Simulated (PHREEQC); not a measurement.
Make-up at 54 °C: 0.085 mmol/kgw H4SiO4, 140 mmol/kgw AlCl3 and 0.16 mmol/kgw (NH4)2SO4. Closed to the air; pH follows from the charge balance.

The numbers come from PHREEQC with the ion-association model, phreeqc.dat.

No solid was allowed to form.

Problem. Predict the pH, density.

Solution. pH 2.83; density 1.002 g/cm³.

Problem. In which forms is S present?

Solution. AlSO4+ 90 %, SO4-2 9.1 %, HSO4- 0.5 % of the S.

Ionic strength above about 0.7 mol/kgw puts this run outside the model's range. Away from 25 °C the constants follow the database's enthalpies or fits; those with neither stay at their 25 °C values.
